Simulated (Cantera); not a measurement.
Charge: 1 mol V2O3, 40 mol H2, held at 133 Pa.

These are equilibrium values from Cantera (NASA tables, ideal gas, pure condensed phases), not measurements of a reactor. Candidate condensed phases: H2O, V, VO, V2O3, V2O4, V2O5; 12 gas species. Mutual solubility and eutectic melting of coexisting phases are not modelled. VO: taken at fixed stoichiometry. Condensed phases not in the tables: the oxides between V2O3 and V2O5 other than VO2. Equilibrium is a limit: real reactors are often held back by kinetics, nucleation or transport.

x: gas mole fraction; n: condensed amount in mol.

```csv
T (K),x H2,x H,x H2O,x VO2,x VO,n VO(s),n V2O3(s)
1000,1.000,6.22e-8,5.48e-5,<1e-12,<1e-12,0.00438,0.998
1100,1.000,7.08e-7,0.000173,<1e-12,<1e-12,0.0139,0.993
1200,1.000,5.40e-6,0.000451,6.81e-12,<1e-12,0.0360,0.982
1300,0.999,3.03e-5,0.00101,4.18e-10,___,0.0807,0.960
1400,0.998,0.000133,0.00201,1.40e-8,___,0.161,0.920
1500,0.996,0.000481,0.00364,2.90e-7,___,0.291,0.855
1600,0.992,0.00148,0.00610,4.05e-6,___,0.488,0.756
1700,0.986,0.00401,0.00960,4.09e-5,___,0.771,0.614
1800,0.976,0.00969,0.0143,0.000316,___,1.16,0.413
1900,0.956,0.0213,0.0201,0.00195,___,1.70,0.103
2000,0.931,0.0430,0.0178,0.00644,___,1.67,0
```

What belongs in the gaps?


- 1300, x VO: 5.44e-11
- 1400, x VO: 1.88e-9
- 1500, x VO: 3.99e-8
- 1600, x VO: 5.68e-7
- 1700, x VO: 5.84e-6
- 1800, x VO: 4.57e-5
- 1900, x VO: 0.000284
- 2000, x VO: 0.00146
